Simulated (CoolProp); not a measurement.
The numbers come from the reference Helmholtz-energy equation of state, Akasaka 2023 in CoolProp.

Problem. For R1224YDZ, give the phase and the speed of sound (m/s) at 294.3 K and 7580 kPa; 464.2 K and 136 kPa.

Solution. 
- 294.3 K and 7580 kPa: liquid; speed of sound 684
- 464.2 K and 136 kPa: gas; speed of sound 164
